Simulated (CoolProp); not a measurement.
cis-2-butene along the isotherm 525 K: density (kg/m³) from the reference equation and from simpler models built on Tc = 435.8 K, pc = 42.36 bar, ω = 0.202; each cubic takes its own stable root.

Values from CoolProp's reference Helmholtz-energy equation of state, Lemmon 2005. It is a short technical equation, of lower accuracy than the large ones.

```
p (bar)          phase  reference
-------  -------------  ---------
0.201              gas     0.2586
0.313              gas     0.4029
0.487              gas     0.6273
0.759              gas     0.9789
1.18               gas      1.525
1.84               gas      2.385
2.86               gas      3.723
4.46               gas      5.849
6.94               gas      9.207
10.8               gas      14.59
16.8               gas      23.39
26.2               gas      38.33
40.8               gas      64.99
63.5     supercritical      117.4
```

### Question
How far does each simpler model (ideal gas, van der Waals, Soave-Redlich-Kwong, Peng-Robinson) lie from the reference over these 14 states: mean and median of the absolute difference, and the worst?

### Answer
- ideal gas: mean 5.9 %, median 1.6 %, worst -30.5 % at 525 K and 63.5 bar
- van der Waals: mean 0.8 %, median 0.0 %, worst +8.5 % at 525 K and 63.5 bar
- Soave-Redlich-Kwong: mean 0.5 %, median 0.1 %, worst -3.8 % at 525 K and 63.5 bar
- Peng-Robinson: mean 0.4 %, median 0.2 %, worst +1.4 % at 525 K and 40.8 bar
